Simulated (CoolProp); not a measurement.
Model: reference Helmholtz-energy equation of state, Schroeder 2014, in CoolProp.

**Question.** For ethanol, give the phase and the cv (kJ/(kg K)), Joule-Thomson coefficient (K/MPa), expansivity (1/kK), fugacity coefficient at 620 K and 6.72 MPa.

**Answer.** 
- 620 K and 6.72 MPa: supercritical; cv 2.51, Joule-Thomson coefficient 4.56, expansivity 3.17, fugacity coefficient 0.873
